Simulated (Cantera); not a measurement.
Feed: 1 mol C₂H₆, 0.49 mol H₂, 0.45 mol CO₂, equilibrated at 5100 Pa.

Method: chemical equilibrium by Gibbs-energy minimisation in Cantera with the NASA 1993 tables (ideal gas, pure condensed phases). Candidate condensed phases: C, C₆H₆, C₇H₈, C₈H₁₈, H₂O; 110 gas species. Kinetics and transport are ignored.

**Question.** At 2075 K, list the 5 most abundant gas species with their mole fractions, and the condensed phases.

**Answer.** H₂ 0.785, CO 0.204, H 0.0104, C₂H₂ (acetylene) 0.000974, CH₄ 1.10e-5. Condensed: C(graphite).
